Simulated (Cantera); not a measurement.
What does this Cantera script print?

```python
import numpy as np
import cantera as ct

gas_names = """
    AL ALC ALH ALN ALO ALOH ALO2 ALO2H AL2 AL2O AL2O2 C CH CH2 CH3 CH2OH CH3O CH4 CH3OH CN CO CO2 COOH
    C2 C2H CHCO,ketyl C2H2,acetylene C2H2,vinylidene CH2CO,ketene C2H3,vinyl CH3CN CH3CO,acetyl C2H4
    C2H4O,ethylen CH3CHO,ethanal CH3COOH (HCOOH)2 C2H5 C2H6 CH3OCH3 C2H5OH CCN CNC C2N2 C2O C3
    C3H3,propargyl C3H4,allene C3H4,propyne C3H4,cyclo- C3H5,allyl C3H6,propylene C3H6,cyclo- C3H6O
    C3H7,n-propyl C3H7,i-propyl C3H8 C3H8O,1propanol C3H8O,2propanol C3O2 C4 C4H2 C4H4,1,3-cyclo-
    C4H6,butadiene C4H6,2-butyne C4H6,cyclo- C4H8,1-butene C4H8,cis2-buten C4H8,tr2-butene
    C4H8,isobutene C4H8,cyclo- (CH3COOH)2 C4H9,n-butyl C4H9,i-butyl C4H9,s-butyl C4H9,t-butyl
    C4H10,isobutane C4H10,n-butane C4N2 C5 C5H6,1,3cyclo- C5H8,cyclo- C5H10,1-pentene C5H10,cyclo-
    C5H11,pentyl C5H11,t-pentyl C5H12,n-pentane C5H12,i-pentane CH3C(CH3)2CH3 C6H2 C6H5,phenyl
    C6H5O,phenoxy C6H6 C6H5OH,phenol C6H10,cyclo- C6H12,1-hexene C6H12,cyclo- C6H13,n-hexyl C7H7,benzyl
    C7H8 C7H8O,cresol C7H14,1-heptene C7H15,n-heptyl C7H16,n-heptane C8H8,styrene C8H10,ethylbenz
    C8H16,1-octene C8H17,n-octyl C8H18,isooctane C8H18,n-octane C9H19,n-nonyl C10H8,naphthale
    C10H21,n-decyl C12H9,o-bipheny C12H10,bipheny H HALO HCN HCO HCCN HNC HNCO HNO HNO2 HNO3 HO2 H2
    HCHO,formaldehy HCOOH H2O H2O2 N NCO NH NH2 NH3 NH2OH NO NO2 NO3 N2 N2H2 N2H4 N2O O OH O2 O3
""".split()
cond_names = """
    AL(cr) AL(L) ALN(s) AL2O3(a) AL2O3(L) C(gr) C6H6(L) C7H8(L) C8H18(L),n-octa H2O(s) H2O(L)
""".split()


def load(file, names, dense=False):
    # The tables refer to 1 bar. Condensed volumes are neglected.
    table = {s.name: s for s in ct.Species.list_from_file(file)}
    out = []
    for n in names:
        d = dict(table[n].input_data)
        d["thermo"] = dict(d["thermo"], **{"reference-pressure": 1e5})
        if dense:
            d["equation-of-state"] = {"model": "constant-volume", "density": "1e6 g/cm^3"}
        out.append(ct.Species.from_dict(d))
    return out


gas = ct.Solution(thermo="ideal-gas", species=load("nasa_gas.yaml", gas_names))
cond = {s.name: ct.Solution(thermo="fixed-stoichiometry", species=[s], name=s.name)
        for s in load("nasa_condensed.yaml", cond_names, dense=True)}
atoms = {
    'Al(CH3)3': {'AL': 1, 'C': 3, 'H': 9},
    'N2O': {'N': 2, 'O': 1},
    'H2': {'H': 2},
}
top_T = {'ALN(s)': 2750, 'C(gr)': 4500}  # K; cautious upper limits of use, not melting points


def equilibrate(T, P, feed):
    n = {}
    for name, mol in feed.items():
        for a, k in atoms[name].items():
            n[a] = n.get(a, 0.0) + k * mol
    gas.TPX = T, P, n
    mass = sum(n.values()) * gas.mean_molecular_weight
    gas.equilibrate("TP")
    valid = [c for c in cond.values() if c.min_temp <= T <= top_T.get(c.name, c.max_temp)]
    mix = ct.Mixture([(gas, mass / gas.mean_molecular_weight)] + [(c, 0.0) for c in valid])
    mix.T, mix.P = T, P
    mix.equilibrate("TP", solver="vcs", rtol=1e-11, max_steps=5000)
    return mix


results = []
feed = {'Al(CH3)3': 1, 'N2O': 2, 'H2': 9.9}  # mol
P = 10000  # Pa
for T in [1225, 1300, 1375, 1450, 1525, 1600, 1675, 1750, 1825, 1900, 1975]:
    mix = equilibrate(T, P, feed)
    results.append((T, P, feed, dict(zip(mix.species_names, mix.species_moles))))

top = {s: max(r[3][s] / sum(r[3][g] for g in gas_names) for r in results) for s in gas_names}
cols = sorted((s for s in top if top[s] > 0.001), key=lambda s: -top[s])[:7]
seen = [c for c in cond_names if any(r[3].get(c, 0) > 1e-12 for r in results)]
print("log10 of partial pressures in bar; condensed amounts in mol")
print(f"{'T/K':>10s}" + "".join(f"{s[:9]:>10s}" for s in cols + seen))
for T, P, feed, n in results:
    ng = sum(n[g] for g in gas_names)
    print(f"{T:10.4g}" + "".join(f"{np.log10(max(n[s] / ng * P / 1e5, 1e-99)):10.3f}" for s in cols)
          + "".join(f"{n.get(c, 0):10.4g}" for c in seen))
```

It prints:

```
log10 of partial pressures in bar; condensed amounts in mol
       T/K        H2        N2        CO         H       HCN        AL    ALN(s)  AL2O3(a)     C(gr)
      1225    -1.070    -1.926    -2.529    -7.041    -5.508   -16.867         0       0.5     2.484
      1300    -1.070    -1.927    -2.529    -6.491    -5.182   -14.442         0       0.5      2.49
      1375    -1.070    -1.927    -2.529    -6.000    -4.892   -12.287         0       0.5     2.492
      1450    -1.070    -1.927    -2.529    -5.559    -4.633   -10.358         0       0.5     2.492
      1525    -1.074    -1.949    -2.364    -5.163    -4.412    -8.871    0.1589    0.4206     2.252
      1600    -1.089    -2.040    -2.029    -4.809    -4.254    -7.804    0.7686    0.1157     1.334
      1675    -1.095    -2.079    -1.952    -4.483    -4.083    -6.856         1         0    0.9818
      1750    -1.095    -2.080    -1.952    -4.181    -3.908    -6.007    0.9998         0    0.9728
      1825    -1.096    -2.082    -1.952    -3.904    -3.748    -5.229    0.9987         0    0.9598
      1900    -1.097    -2.083    -1.953    -3.649    -3.601    -4.514    0.9935         0    0.9416
      1975    -1.099    -2.084    -1.954    -3.413    -3.466    -3.855    0.9709         0    0.9169
```

Method: chemical equilibrium by Gibbs-energy minimisation in Cantera with the NASA 1993 tables (ideal gas, pure condensed phases). The feed counts by its element totals alone. Mutual solubility and eutectic melting of coexisting phases are not modelled. Condensed phases not in the tables: aluminium oxynitride.
